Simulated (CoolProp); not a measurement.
Values from CoolProp's reference Helmholtz-energy equation of state, Lemmon 2003. It is a pseudo-pure fit of the blend.

**Question.** For R404A, give the phase and the density (kg/m³), Joule-Thomson coefficient (K/MPa), isothermal compressibility (1/MPa), viscosity (µPa s) at 310.4 K and 8.63 MPa; 441.7 K and 8.63 MPa; 470.8 K and 8.63 MPa.

**Answer.** 
- 310.4 K and 8.63 MPa: liquid; density 1060, Joule-Thomson coefficient 0.0942, isothermal compressibility 0.00779, viscosity 133
- 441.7 K and 8.63 MPa: supercritical; density 336, Joule-Thomson coefficient 4.27, isothermal compressibility 0.148, viscosity 30.4
- 470.8 K and 8.63 MPa: supercritical; density 281, Joule-Thomson coefficient 3.66, isothermal compressibility 0.138, viscosity 28.3

Viscosity comes from a separate model (Geller 2000).
